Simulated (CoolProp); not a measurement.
Properties of normal hydrogen along the isotherm 35.7 K (Tc = 33.1 K, pc = 12.96 bar, ω = -0.219).

Values from CoolProp's reference Helmholtz-energy equation of state, Leachman 2009.

```csv
p (bar),phase,density (kg/m³),Joule-Thomson coefficient (K/MPa),viscosity (µPa s),conductivity (mW/(m K))
0.102,gas,0.06942,7.850,1.79,27.6
0.182,gas,0.1241,7.851,1.79,27.6
0.324,gas,0.2215,7.852,1.79,27.8
0.576,gas,0.3959,7.854,1.79,28.0
1.02,gas,0.7078,7.858,1.80,28.3
1.82,gas,1.285,7.864,1.81,29.0
3.24,gas,2.366,7.868,1.83,30.3
5.76,gas,4.495,7.852,1.87,32.6
10.2,gas,9.277,7.668,2.01,38.1
18.2,supercritical,32.91,3.968,3.48,77.2
32.4,supercritical,52.71,0.5644,6.29,96.8
```

Viscosity comes from a separate model (Muzny 2013). Thermal conductivity comes from a separate model (Assael 2011).
